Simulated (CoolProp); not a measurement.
The fluid at 258.35 K and 9.48 MPa flows at 5.3 m/s in a round tube of 25 mm bore and 1.5 µm roughness, fully developed (64/Re and Nu = 3.66 if laminar; Colebrook and Gnielinski if turbulent). The same conditions are run with several fluids, on thermodynamics alone (safety and materials aside).

The numbers come from the reference Helmholtz-energy equation of state of each fluid (oxygen: Schmidt 1985; methane: Setzmann 1991; nitrogen: Span 2000; dry air: Lemmon 2000; normal hydrogen: Leachman 2009) in CoolProp. Blends and air are pseudo-pure fits.

```json
[
 {"fluid": "oxygen", "Reynolds number": "982000", "Darcy friction factor": "0.0128", "pressure drop (Pa/m)": "1130", "heat-transfer coefficient (W/(m² K))": "1650", "mass flow (kg/h)": "1470"},
 {"fluid": "methane", "Reynolds number": "945000", "Darcy friction factor": "0.0129", "pressure drop (Pa/m)": "695", "heat-transfer coefficient (W/(m² K))": "2890", "mass flow (kg/h)": "898"},
 {"fluid": "nitrogen", "Reynolds number": "918000", "Darcy friction factor": "0.0129", "pressure drop (Pa/m)": "928", "heat-transfer coefficient (W/(m² K))": "1480", "mass flow (kg/h)": "1200"},
 {"fluid": "dry air", "Reynolds number": "937000", "Darcy friction factor": "0.0129", "pressure drop (Pa/m)": "972", "heat-transfer coefficient (W/(m² K))": "1520", "mass flow (kg/h)": "1260"},
 {"fluid": "normal hydrogen", "Reynolds number": "135000", "Darcy friction factor": "0.0173", "pressure drop (Pa/m)": "81.3", "heat-transfer coefficient (W/(m² K))": "1590", "mass flow (kg/h)": "78.4"}
]
```

Transport values come from each fluid's own correlations.
